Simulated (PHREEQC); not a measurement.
A PHREEQC input (ion-association model, wateq4f.dat):

```
SOLUTION 1
  temp 35
  units M
  pH 7.9
  pe 8.2
  Na 62.1
  K 6.94
  Ca 123
  Mg 43.7
  Cl 112
  S(6) 237 as SO4
  Alkalinity 285 as HCO3
  O(0) 0.0562
  Ba 0.51
  Si 0.924 as SiO2
  Br 0.252
END
USE solution 1
EQUILIBRIUM_PHASES 1
  CO2(g) -3.4 10
END
```

It stops with these messages:

```
ERROR: Calculations terminating due to input errors.
```

The fault: a unit that the program doesn't know. The line should read `units mg/L` where the input has `units M`. With the mend the run ends at pH 8.77 and ionic strength 0.0163 mol/kgw.
